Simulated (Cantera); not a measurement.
A closed system holds: 1 mol BN, 1.1 mol HCl, 1.6 mol H₂, equilibrated at 1248 K and 27.0 Torr.

Cantera equilibrium calculation (NASA polynomials, part measured and part estimated; ideal gas, pure solids and liquids). Candidate condensed phases: B, BN, NH₄Cl; 21 gas species. Gases not in the tables: BHCl₂. The numbers say what is thermodynamically allowed, not how fast it happens.

### Question
What is the equilibrium state?

### Answer
```
Property                             Value
-------------------------------  ---------
x(H₂)                                0.593
x(HCl)                               0.406
x(BCl₃)                           0.000343
x(N₂)                             0.000172
x(H)                               1.90e-6
x(Cl)                              1.11e-6
n(BN(s))                         0.999 mol
gas amount                       2.700 mol
log10 activity of B(s) (absent)      -3.29
```
